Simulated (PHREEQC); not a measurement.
Na2HPO4 is added in steps, without added water, to 1 kg of water holding 0.002 mol/kgw HNO3, 0.027 mol/kgw NaCl and 3.1e-05 mol/kgw CuCl2, at 95 °C. Oxygen alone is held at its pressure in air (log pO2 = -0.68). The system is closed to CO2. Solids allowed: Cu(OH)2, Atacamite, Cu2(OH)3NO3, Cu3(PO4)2:3H2O, Halite. Others were left out.

Base run: PHREEQC, ion-association model, wateq4f.dat. Each further column changes one thing. The table gives Cu+2 (mol/kgw).

```csv
Na2HPO4 added (mol),base,CuCl2 from 3.1e-05 to 3.1e-06 mol/kgw,HNO3 left out,diluted 100-fold with water,no solid may form
0,1.94e-5,1.94e-6,1.77e-5,3.07e-7,1.94e-5
0.00615,5.12e-8,4.73e-8,1.86e-10,8.29e-11,3.44e-6
0.01128,1.29e-8,1.21e-8,1.13e-10,6.20e-11,1.67e-6
0.01742,5.91e-9,5.57e-9,8.59e-11,5.36e-11,1.06e-6
0.02357,3.68e-9,3.47e-9,7.46e-11,5.03e-11,7.88e-7
0.02973,2.64e-9,2.50e-9,6.90e-11,4.90e-11,6.35e-7
0.03485,2.13e-9,2.02e-9,6.64e-11,4.87e-11,5.50e-7
0.041,1.74e-9,1.64e-9,6.47e-11,4.90e-11,4.78e-7
```

H3PO4, which wateq4f.dat lacks, is added to it with the constant of phreeqc.dat. Constants without temperature data keep their 25 °C values here. The database has no phosphate complexes of Cu. The database's constant for dissolved Cu(OH)2 is higher than later reviews accept. In at least one series the solution becomes supersaturated in solids that the run did not let form, among them Cu(OH)2, Atacamite, Cu2(OH)3NO3, Cu3(PO4)2:3H2O. Solids allowed in the column 'HNO3 left out': Cu(OH)2, Atacamite, Cu3(PO4)2:3H2O, Halite.
